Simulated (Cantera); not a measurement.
Input (Python, Cantera) and output of one run.

```python
import numpy as np
import cantera as ct

gas_names = [...]  # 130 gases of nasa_gas.yaml made of C, H, Mg, O, S
cond_names = """
    C(gr) C6H6(L) C7H8(L) C8H18(L),n-octa H2O(s) H2O(L) H2SO4(L) Mg(cr) Mg(L) MgCO3(s) MgO(s) MgO(L)
    MgO2H2(s) MgS(s) MgSO4(s) MgSO4(L) S(cr1) S(cr2) S(L)
""".split()


# ... load() reads the species with a 1 bar reference pressure and builds the phases ...
atoms = {
    'MgCO3': {'Mg': 1, 'C': 1, 'O': 3},
    'SO3': {'S': 1, 'O': 3},
    'H2O': {'H': 2, 'O': 1},
}
top_T = {'C(gr)': 4500, 'MgS(s)': 2250}  # K; cautious upper limits of use, not melting points


# ... equilibrate(T, P, feed) seeds the gas with the atoms and calls Mixture.equilibrate('TP', solver="vcs", rtol=1e-11, max_steps=5000) ...
results = []
feed = {'MgCO3': 1, 'SO3': 2.8, 'H2O': 0.075}  # mol
T = 600  # K
P = 230000  # Pa
mix = equilibrate(T, P, feed)
results.append((T, P, feed, dict(zip(mix.species_names, mix.species_moles))))
x = sorted(zip(gas.X, gas.species_names), reverse=True)
print(f"T = {T:g} K  P = {P:g} Pa  gas = {mix.phase_moles(0):.4g} mol")
print("   x: " + "  ".join(f"{s} {v:.3e}" for v, s in x if v > 0.001))
print("   condensed (mol): " + ("  ".join(f"{mix.phase(i).name} {mix.phase_moles(i):.4g}"
      for i in range(1, mix.n_phases) if mix.phase_moles(i) > 1e-12) or "none"))
```

It prints:

```
T = 600 K  P = 230000 Pa  gas = 2.81 mol
   x: SO3 6.138e-01  CO2 3.559e-01  H2SO4 2.438e-02  SO2 2.405e-03  H2O 2.308e-03  O2 1.202e-03
   condensed (mol): MgSO4(s) 1
```

Equilibrium computed with Cantera from the NASA thermochemical tables; the gas is ideal and each condensed phase is pure.
